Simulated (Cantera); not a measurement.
A closed system holds: 1 mol SiO₂, 0.96 mol F₂, held at 2.20e-5 bar.

Cantera equilibrium calculation (NASA polynomials, part measured and part estimated; ideal gas, pure solids and liquids). Candidate condensed phases: Si, SiO₂; 17 gas species. The tables hold silica as quartz up to 1696 K and as liquid above; real silica turns to tridymite and cristobalite and melts near 1996 K. Equilibrium is a limit: real reactors are often held back by kinetics, nucleation or transport. All values below are at 875 °C.

Base state: SiF₄ 0.500, O₂ 0.500 (mole fractions); condensed: SiO₂(β-quartz).

### Question
What changes in the equilibrium state with this change: 0.00051 mol Cl₂ added?

### Answer
```csv
species,before,after
SiF₄,0.500,0.499
O₂,0.500,0.499
Cl,0,0.00105
"SiO₂(β-quartz), mol",0.520,0.520
```
